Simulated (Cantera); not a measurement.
# Ignition delay

Mixture: 10.1 % CH4, 0.915 % H2, 18.7 % O2, 70.3 % N2, at 0.503 atm, adiabatic and at constant pressure. Ignition delay is the time to a rise of 400 K.

Detailed kinetics in Cantera: GRI-Mech 3.0 (53 species, 325 reactions).

```json
[
 {"T0 (K)": "1098", "delay (ms)": "118"},
 {"T0 (K)": "1173", "delay (ms)": "45.5"},
 {"T0 (K)": "1248", "delay (ms)": "18.0"},
 {"T0 (K)": "1323", "delay (ms)": "7.55"},
 {"T0 (K)": "1398", "delay (ms)": "3.40"},
 {"T0 (K)": "1473", "delay (ms)": "1.67"},
 {"T0 (K)": "1548", "delay (ms)": "0.896"},
 {"T0 (K)": "1623", "delay (ms)": "0.517"}
]
```

```
Item                                                    Result
--------------------------------------------------  ----------
apparent activation energy between 1473 and 1623 K  160 kJ/mol
```
